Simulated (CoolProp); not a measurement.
Model: reference Helmholtz-energy equation of state, Leachman 2009, in CoolProp.

Give the vapour pressure (kPa), vapour density (kg/m³), enthalpy of vaporisation (kJ/kg), liquid viscosity (µPa s) of saturated normal hydrogen at 26.9, 29.6 K.


```tsv
T (K)	p (kPa)	vapour density (kg/m³)	enthalpy of vaporisation (kJ/kg)	liquid viscosity (µPa s)
26.9	469	5.69	379	8.22
29.6	754	9.64	314	6.62
```

Viscosity comes from a separate model (Muzny 2013).
